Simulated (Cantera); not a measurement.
A closed system holds: 1 mol Si3N4, 3.5 mol Cl2, 20 mol H2, at 1400 °C and 5.80e-5 bar.

Equilibrium computed with Cantera from the NASA thermochemical tables; the gas is ideal and each condensed phase is pure. Candidate condensed phases: NH4Cl, Si, Si3N4; 28 gas species. The tables' values for SiCl, SiCl3, SiN are old estimates; treat these amounts as uncertain. Equilibrium is a limit: real reactors are often held back by kinetics, nucleation or transport.

Base state: H2 0.706, HCl 0.120, N2 0.0772, SiCl2 0.0735, H 0.0126, Si 0.00722, Cl 0.00167, SiCl 0.00153 (mole fractions); condensed: Si(s).

What changes in the equilibrium state with this change: temperature from 1400 °C to 1125 °C?


```tsv
species	before	after
H2	0.706	0.718
HCl	0.120	0.131
N2	0.0772	0.0784
H	0.0126	0.000528
SiCl2	0.0735	0.0708
Si2	2.78e-5	7.90e-9
Si	0.00722	1.35e-5
Si2N	1.82e-5	7.75e-8
Si(s), mol	0.864	1.18
```
The tables' values for SiCl3, SiCl are old estimates; treat these amounts as uncertain.
